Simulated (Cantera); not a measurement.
Gas activation for diamond growth

An isothermal, constant-pressure homogeneous reactor starts with CH₄ : H₂ = 0.013 : 1 (molar parts), at 1975 K and 0.380 bar.

Model: GRI-Mech 3.0 (53 species, 325 reactions), integrated in Cantera. GRI-Mech 3.0 stops at C3 and has no aromatics, soot or wall deposition, so with more carbon than oxygen in the feed, carbon stays in small species such as C2H2 where larger ones or solid carbon would form.

```
t (s)        x CH₄   x H₂       x H     x CH₃   x C₂H₄
--------  --------  -----  --------  --------  -------
0.000200    0.0126  0.986  0.000911  0.000231  4.41e-6
0.000431    0.0123  0.986   0.00161  0.000399  1.43e-5
0.000928    0.0118  0.985   0.00209  0.000493  1.96e-5
0.00200     0.0108  0.986   0.00216  0.000469  1.88e-5
0.00431    0.00925  0.987   0.00217  0.000401  1.67e-5
0.00928    0.00701  0.988   0.00218  0.000306  1.49e-5
0.0200     0.00459  0.989   0.00220  0.000201  1.45e-5
0.0431     0.00264  0.990   0.00221  0.000116  1.54e-5
0.0928     0.00141  0.991   0.00222   6.23e-5  1.65e-5
0.200     0.000785  0.991   0.00222   3.48e-5  1.72e-5
0.431     0.000555  0.991   0.00223   2.46e-5  1.75e-5
0.928     0.000517  0.991   0.00223   2.30e-5  1.76e-5
2.00      0.000517  0.991   0.00223   2.29e-5  1.76e-5
```
x: mole fraction; the columns are a selection and need not sum to one.

Equilibrium at this temperature and pressure: CH₄ 0.000517, H₂ 0.991, H 0.00223, CH₃ 2.29e-5, C₂H₄ 1.76e-5 (gas phase only).
